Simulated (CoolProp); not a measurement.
Properties of R1336mzz(Z) along the isotherm 215.95 °C.

Values from CoolProp's reference Helmholtz-energy equation of state, McLinden 2020.

| p (MPa) | phase | Z | cv (kJ/(kg K)) |
|---|---|---|---|
| 0.484 | gas | 0.9575 | 1.064 |
| 0.968 | gas | 0.9130 | 1.071 |
| 1.45 | gas | 0.8663 | 1.079 |
| 1.94 | gas | 0.8161 | 1.088 |
| 2.42 | gas | 0.7639 | 1.098 |
| 2.9 | gas | 0.7083 | 1.110 |
| 3.39 | supercritical | 0.6479 | 1.123 |
| 3.87 | supercritical | 0.5856 | 1.138 |
| 4.36 | supercritical | 0.5216 | 1.154 |
